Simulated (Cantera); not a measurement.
## Moist CO burnout

An isothermal, constant-pressure homogeneous reactor starts with CO : O2 : H2O : N2 = 0.011 : 0.021 : 0.00043 : 1 (molar parts), at 1273 K and 0.375 atm.

Detailed kinetics in Cantera: GRI-Mech 3.0 (53 species, 325 reactions).

| t (s) | x CO | x O2 | x H2O | x H2O2 | x OH | x CO2 |
|---|---|---|---|---|---|---|
| 1.00e-6 | 0.0107 | 0.0203 | 0.000416 | <1e-12 | <1e-12 | 1.21e-11 |
| 3.74e-6 | 0.0107 | 0.0203 | 0.000416 | <1e-12 | <1e-12 | 4.52e-11 |
| 1.40e-5 | 0.0107 | 0.0203 | 0.000416 | <1e-12 | <1e-12 | 1.69e-10 |
| 5.23e-5 | 0.0107 | 0.0203 | 0.000416 | <1e-12 | 1.48e-12 | 6.34e-10 |
| 0.000196 | 0.0107 | 0.0203 | 0.000416 | <1e-12 | 1.47e-11 | 2.38e-9 |
| 0.000731 | 0.0107 | 0.0203 | 0.000416 | <1e-12 | 1.70e-10 | 9.43e-9 |
| 0.00273 | 0.0107 | 0.0203 | 0.000416 | <1e-12 | 2.51e-9 | 5.97e-8 |
| 0.0102 | 0.0106 | 0.0203 | 0.000416 | 4.60e-11 | 3.96e-7 | 7.54e-6 |
| 0.0382 | 0.00339 | 0.0163 | 0.000307 | 9.85e-9 | 5.47e-5 | 0.00729 |
| 0.143 | 0.000210 | 0.0152 | 0.000408 | 2.64e-9 | 1.57e-5 | 0.0105 |
| 0.535 | 1.40e-5 | 0.0151 | 0.000416 | 2.50e-10 | 4.40e-6 | 0.0107 |
| 2.00 | 8.39e-7 | 0.0151 | 0.000418 | 2.53e-11 | 1.39e-6 | 0.0107 |
x: mole fraction; the columns are a selection and need not sum to one.

Equilibrium at this temperature and pressure: CO 1.26e-8, O2 0.0150, H2O 0.000419, H2O2 1.41e-12, OH 3.26e-7, CO2 0.0107 (gas phase only).
